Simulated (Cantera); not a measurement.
Feed: 1 mol Al(CH3)3, 23 mol O2, 40 mol H2, at 1075 K and 7.50 Torr.

Cantera equilibrium calculation (NASA polynomials, part measured and part estimated; ideal gas, pure solids and liquids). Candidate condensed phases: Al, Al2O3, C, C6H6, C7H8, C8H18, H2O; 121 gas species. The feed counts by its element totals alone. The numbers say what is thermodynamically allowed, not how fast it happens.

Base state: H2O 0.818, H2 0.119, CO2 0.0556, CO 0.00751 (mole fractions); condensed: Al2O3(s).

### Question
What changes in the equilibrium state with this change: H2 from 40 to 440 mol?

### Answer
```csv
species,before,after
H2,0.119,0.901
H2O,0.818,0.0921
CO,0.00751,0.00604
CO2,0.0556,0.000664
"Al2O3(s), mol",0.500,0.500
```
